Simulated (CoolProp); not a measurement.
Vapour-liquid equilibrium of ethanol (1) + p-xylene (2) at 2.4 bar; x and y are mole fractions of (1).

Computed with CoolProp (multi-fluid Helmholtz-energy mixture model, Schroeder 2014 and Zhou 2012; pair parameters Bell 2016).

| x | bubble temperature, mixture model (°C) | bubble temperature, Raoult's law (°C) | y, mixture model | y, Raoult's law |
|---|---|---|---|---|
| 0.05 | 141.6 | 162.0 | 0.540 | 0.275 |
| 0.15 | 120.3 | 146.3 | 0.758 | 0.558 |
| 0.25 | 113.9 | 135.8 | 0.808 | 0.704 |
| 0.35 | 111.4 | 128.1 | 0.828 | 0.793 |
| 0.45 | 110.0 | 122.1 | 0.841 | 0.853 |
| 0.55 | 108.7 | 117.1 | 0.854 | 0.896 |
| 0.65 | 107.4 | 112.9 | 0.871 | 0.929 |
| 0.75 | 105.9 | 109.3 | 0.896 | 0.955 |
| 0.85 | 104.4 | 106.1 | 0.930 | 0.975 |
| 0.95 | 102.8 | 103.3 | 0.975 | 0.993 |

The largest gap from Raoult's law is -26.0 K in bubble temperature, at x = 0.15. No azeotrope shows between x = 0.05 and 0.95.

Pair parameters are fitted to limited data, so mixtures are less certain than the pure fluids. With so large a gap from Raoult's law the liquid may split in two, which this calculation doesn't test in full.
